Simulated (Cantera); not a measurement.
**FeS2 + SO3 + H2O + O2 (roasting and sulfation)**

A closed system holds: 1 mol FeS2, 0.12 mol SO3, 0.48 mol H2O, 5.5 mol O2, held at 33.0 Torr.

Equilibrium computed with Cantera from the NASA thermochemical tables; the gas is ideal and each condensed phase is pure. Candidate condensed phases: Fe, FeO, Fe(OH)2, Fe(OH)3, FeS, FeSO4, FeS2, Fe2O3, Fe2(SO4)3, Fe3O4, H2O, H2SO4, S; 22 gas species. The numbers say what is thermodynamically allowed, not how fast it happens.

| T (K) | x O2 | x SO2 | x SO3 | x H2O | x H2SO4 | x OH | x O | x SO | n Fe2(SO4)3(s) | n Fe2O3(s) | n Fe3O4(s) |
|---|---|---|---|---|---|---|---|---|---|---|---|
| 650 | 0.616 | 0.00123 | 0.214 | 0.166 | 0.00270 | 1.16e-11 | <1e-12 | <1e-12 | 0.500 | 0 | 0 |
| 750 | 0.617 | 0.0133 | 0.203 | 0.167 | 0.000252 | 6.35e-10 | <1e-12 | <1e-12 | 0.500 | 0 | 0 |
| 850 | 0.626 | 0.0620 | 0.149 | 0.163 | 3.15e-5 | 1.34e-8 | 2.80e-12 | <1e-12 | 0.500 | 0 | 0 |
| 950 | 0.486 | 0.281 | 0.138 | 0.0948 | 4.36e-6 | 1.08e-7 | 1.06e-10 | <1e-12 | 0 | 0.500 | 0 |
| 1050 | 0.506 | 0.349 | 0.0538 | 0.0911 | 5.54e-7 | 7.57e-7 | 2.27e-9 | 2.53e-11 | 0 | 0.500 | 0 |
| 1150 | 0.514 | 0.374 | 0.0221 | 0.0897 | 9.30e-8 | 3.81e-6 | 2.84e-8 | 5.48e-10 | 0 | 0.500 | 0 |
| 1250 | 0.517 | 0.384 | 0.0101 | 0.0892 | 2.05e-8 | 1.48e-5 | 2.37e-7 | 7.04e-9 | 0 | 0.500 | 0 |
| 1350 | 0.518 | 0.388 | 0.00514 | 0.0889 | 5.68e-9 | 4.73e-5 | 1.45e-6 | 6.12e-8 | 0 | 0.500 | 0 |
| 1450 | 0.519 | 0.390 | 0.00286 | 0.0888 | 1.89e-9 | 0.000129 | 6.90e-6 | 3.93e-7 | 0 | 0.500 | 0 |
| 1550 | 0.519 | 0.390 | 0.00172 | 0.0886 | 7.33e-10 | 0.000307 | 2.69e-5 | 1.98e-6 | 0 | 0.500 | 0 |
| 1650 | 0.526 | 0.385 | 0.00109 | 0.0871 | 3.13e-10 | 0.000657 | 8.95e-5 | 8.02e-6 | 0 | 0 | 0.333 |
| 1750 | 0.526 | 0.385 | 0.000737 | 0.0867 | 1.52e-10 | 0.00129 | 0.000259 | 2.82e-5 | 0 | 0 | 0.333 |
x: gas mole fraction; n: condensed amount in mol.

From 650 K to 850 K the condensed part is Fe2(SO4)3(s). From 950 K to 1550 K the condensed part is Fe2O3(s). From 1650 K to 1750 K the condensed part is Fe3O4(s).
